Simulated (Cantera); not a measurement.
A Cantera script and what it prints.

```python
import numpy as np
import cantera as ct

gas_names = """
    Cu CuO Cu2 H HO2 H2 H2O H2O2 O OH O2 O3
""".split()
cond_names = """
    Cu(cr) Cu(L) CuO(s) CuO2H2(s) Cu2O(s) Cu2O(L) H2O(s) H2O(L)
""".split()


# ... load() reads the species with a 1 bar reference pressure and builds the phases ...
atoms = {
    'Cu2O': {'Cu': 2, 'O': 1},
    'H2': {'H': 2},
}
top_T = {'CuO(s)': 1390}  # K; cautious upper limits of use, not melting points


# ... equilibrate(T, P, feed) seeds the gas with the atoms and calls Mixture.equilibrate('TP', solver="vcs", rtol=1e-11, max_steps=5000) ...
results = []
feed = {'Cu2O': 1, 'H2': 7.5}  # mol
P = 2700  # Pa
for T in [1023, 1073, 1123, 1173, 1223, 1273, 1323, 1373, 1423]:
    mix = equilibrate(T, P, feed)
    results.append((T, P, feed, dict(zip(mix.species_names, mix.species_moles))))
    x = sorted(zip(gas.X, gas.species_names), reverse=True)
    print(f"T = {T:g} K  P = {P:g} Pa  gas = {mix.phase_moles(0):.4g} mol")
    print("   x: " + "  ".join(f"{s} {v:.3e}" for v, s in x if v > 0.001))
    print("   condensed (mol): " + ("  ".join(f"{mix.phase(i).name} {mix.phase_moles(i):.4g}"
          for i in range(1, mix.n_phases) if mix.phase_moles(i) > 1e-12) or "none"))
```

It prints:

```
T = 1023 K  P = 2700 Pa  gas = 7.5 mol
   x: H2 8.667e-01  H2O 1.333e-01
   condensed (mol): Cu(cr) 2
T = 1073 K  P = 2700 Pa  gas = 7.5 mol
   x: H2 8.667e-01  H2O 1.333e-01
   condensed (mol): Cu(cr) 2
T = 1123 K  P = 2700 Pa  gas = 7.5 mol
   x: H2 8.667e-01  H2O 1.333e-01
   condensed (mol): Cu(cr) 2
T = 1173 K  P = 2700 Pa  gas = 7.5 mol
   x: H2 8.667e-01  H2O 1.333e-01
   condensed (mol): Cu(cr) 2
T = 1223 K  P = 2700 Pa  gas = 7.5 mol
   x: H2 8.667e-01  H2O 1.333e-01
   condensed (mol): Cu(cr) 2
T = 1273 K  P = 2700 Pa  gas = 7.5 mol
   x: H2 8.667e-01  H2O 1.333e-01
   condensed (mol): Cu(cr) 2
T = 1323 K  P = 2700 Pa  gas = 7.5 mol
   x: H2 8.666e-01  H2O 1.333e-01
   condensed (mol): Cu(cr) 2
T = 1373 K  P = 2700 Pa  gas = 7.5 mol
   x: H2 8.666e-01  H2O 1.333e-01
   condensed (mol): Cu(L) 2
T = 1423 K  P = 2700 Pa  gas = 7.501 mol
   x: H2 8.666e-01  H2O 1.333e-01
   condensed (mol): Cu(L) 1.999
```

Cantera equilibrium calculation (NASA polynomials, part measured and part estimated; ideal gas, pure solids and liquids).
